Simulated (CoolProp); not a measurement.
A Linde-Hampson liquefier for normal hydrogen: isothermal reversible compression at 280 K from 1 atm to 25 MPa, throttling to 1 atm, return gas leaving the recuperator 5 K below the feed. Each further row changes one setting.

Model: reference Helmholtz-energy equation of state, Leachman 2009, in CoolProp.

```
case                        compression work (kJ/kg of gas)
--------------------------  -------------------------------
as stated                                              6540
high pressure 50 MPa                                   7540
warm-end temperature 310 K                             7230
warm-end gap 10 K                                      6540
```
